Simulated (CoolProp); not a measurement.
Hydrogen chloride at several states: density (kg/m³) from the reference equation and from simpler models built on Tc = 51.5 °C, pc = 8.314 MPa, ω = 0.130; each cubic takes its own stable root.

Values from CoolProp's reference Helmholtz-energy equation of state, Thol 2018.

```tsv
T (°C)	p (MPa)	phase	reference
286.35	0.0135	gas	0.1058
335.25	0.954	gas	6.911
251.25	10.4	supercritical	95.17
155.55	27.3	supercritical	439.6
221.75	0.385	gas	3.427
```

### Question
How far does each simpler model (van der Waals, Redlich-Kwong) lie from the reference over these 5 states: mean and median of the absolute difference, and the worst?

### Answer
- van der Waals: mean 1.6 %, median 0.1 %, worst -6.0 % at 155.55 °C and 27.3 MPa
- Redlich-Kwong: mean 1.4 %, median 0.0 %, worst -6.8 % at 155.55 °C and 27.3 MPa
